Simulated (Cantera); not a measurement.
## Adiabatic ignition

An adiabatic, constant-pressure homogeneous reactor starts with CH3OH : O2 : N2 : CO2 = 2.6 : 2.08 : 13.8 : 0.73 (molar parts), equivalence ratio 1.9, at 1800 K and 0.434 atm.

Model: GRI-Mech 3.0 (53 species, 325 reactions), integrated in Cantera. GRI-Mech 3.0 was tuned for natural gas; its chemistry of methanol as a main component is partial and can be far from experiment.

| t (s) | T (K) | x CH3OH | x O2 | x CO2 | x C2H4 | x CO | x N2O |
|---|---|---|---|---|---|---|---|
| 4.00e-6 | 1799 | 0.134 | 0.108 | 0.0380 | 4.95e-7 | 0.000108 | 1.76e-9 |
| 1.37e-5 | 1801 | 0.127 | 0.104 | 0.0379 | 4.03e-6 | 0.000628 | 2.56e-8 |
| 4.68e-5 | 1951 | 0.0433 | 0.0657 | 0.0361 | 1.23e-5 | 0.0388 | 3.23e-7 |
| 0.000160 | 2232 | <1e-12 | 0.00522 | 0.0433 | <1e-12 | 0.101 | 1.44e-8 |
| 0.000548 | 2353 | <1e-12 | 0.00348 | 0.0436 | <1e-12 | 0.102 | 1.83e-8 |
| 0.00187 | 2491 | <1e-12 | 0.00153 | 0.0444 | <1e-12 | 0.103 | 3.00e-8 |
| 0.00641 | 2539 | <1e-12 | 0.000900 | 0.0447 | <1e-12 | 0.103 | 3.80e-8 |
| 0.0219 | 2537 | <1e-12 | 0.000854 | 0.0445 | <1e-12 | 0.103 | 4.25e-8 |
| 0.0750 | 2536 | <1e-12 | 0.000844 | 0.0444 | <1e-12 | 0.103 | 4.44e-8 |
| 0.256 | 2536 | <1e-12 | 0.000844 | 0.0444 | <1e-12 | 0.103 | 4.44e-8 |
| 0.877 | 2536 | <1e-12 | 0.000844 | 0.0444 | <1e-12 | 0.103 | 4.44e-8 |
| 3.00 | 2536 | <1e-12 | 0.000844 | 0.0444 | <1e-12 | 0.103 | 4.44e-8 |
x: mole fraction; the columns are a selection and need not sum to one.

- time of steepest temperature rise = 55.4 µs
- temperature at 3.00 s = 2536 K
- equilibrium temperature = 2536 K
- x(CH3OH) at 3.00 s = <1e-12 (gas-phase equilibrium <1e-12)
- x(O2) at 3.00 s = 0.000844 (gas-phase equilibrium 0.000844)
- x(CO2) at 3.00 s = 0.0444 (gas-phase equilibrium 0.0444)
